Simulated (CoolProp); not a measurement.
The fluid at 298.15 K and 1.25 MPa is throttled through a valve to 0.327 MPa with no heat exchange. The same conditions are run with several fluids, on thermodynamics alone (safety and materials aside).

Values from CoolProp's reference Helmholtz-energy equation of state of each fluid (decamethylcyclopentasiloxane (D5): Thol 2019; R141b: Lemmon 2006; isohexane: Lemmon 2006; R123: Younglove 1994; R1336mzz(Z): McLinden 2020).

| fluid | temperature change (K) | final density (kg/m³) |
|---|---|---|
| decamethylcyclopentasiloxane (D5) | +0.4 | 954 |
| R141b | +0.3 | 1230 |
| isohexane | +0.4 | 649 |
| R123 | +0.3 | 1460 |
| R1336mzz(Z) | +0.2 | 1360 |
